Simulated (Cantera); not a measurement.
What does this Cantera script print?

```python
import numpy as np
import cantera as ct

gas_names = """
    H HO2 H2 H2O H2O2 O OH O2 O3 Pb PbO Pb2
""".split()
cond_names = """
    H2O(s) H2O(L) Pb(cr) Pb(L) PbO(rd) PbO(yw) PbO(L) PbO2(s) Pb3O4(s)
""".split()


# ... load() reads the species with a 1 bar reference pressure and builds the phases ...
atoms = {
    'PbO': {'Pb': 1, 'O': 1},
    'O2': {'O': 2},
    'H2': {'H': 2},
}
top_T = {'Pb3O4(s)': 820}  # K; cautious upper limits of use, not melting points


# ... equilibrate(T, P, feed) seeds the gas with the atoms and calls Mixture.equilibrate('TP', solver="vcs", rtol=1e-11, max_steps=5000) ...
results = []
feed = {'PbO': 1, 'O2': 0.53, 'H2': 30}  # mol
T = 1425  # K
P = 12  # Pa
mix = equilibrate(T, P, feed)
results.append((T, P, feed, dict(zip(mix.species_names, mix.species_moles))))
x = sorted(zip(gas.X, gas.species_names), reverse=True)
print(f"T = {T:g} K  P = {P:g} Pa  gas = {mix.phase_moles(0):.4g} mol")
print("   x: " + "  ".join(f"{s} {v:.3e}" for v, s in x if v > 1e-06))
print("   condensed (mol): " + ("  ".join(f"{mix.phase(i).name} {mix.phase_moles(i):.4g}"
      for i in range(1, mix.n_phases) if mix.phase_moles(i) > 1e-12) or "none"))
```

It prints:

```
T = 1425 K  P = 12 Pa  gas = 31.01 mol
   x: H2 9.007e-01  H2O 6.643e-02  Pb 3.225e-02  H 5.910e-04
   condensed (mol): none
```

Cantera equilibrium calculation (NASA polynomials, part measured and part estimated; ideal gas, pure solids and liquids).
